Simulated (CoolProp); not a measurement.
2000 sccm (0 °C, 1 atm) of nitrogen bubbles through liquid methanol at 290.8 K and leaves saturated at a total pressure of 0.0832 MPa (ideal gas phase). Each further row changes one setting.

Model: reference Helmholtz-energy equation of state, de Reuck 1993, in CoolProp.

```
case                      vapour pressure (kPa)  mole fraction of vapour  delivery (mg/min)  delivery (sccm)  change of delivery for a bath 1 K warmer (%)
------------------------  ---------------------  -----------------------  -----------------  ---------------  --------------------------------------------
as stated                                  11.5                    0.138                457              320                                           6.6
bath temperature 295.8 K                    ___                    0.180                ___              440                                           6.7
total pressure 0.166 MPa                   11.5                      ___                ___              148                                           6.1
```

Task: Some entries are withheld; supply them.

Result: 
- bath temperature 295.8 K, vapour pressure (kPa): 15.0
- bath temperature 295.8 K, delivery (mg/min): 630
- total pressure 0.166 MPa, mole fraction of vapour: 0.0691
- total pressure 0.166 MPa, delivery (mg/min): 212
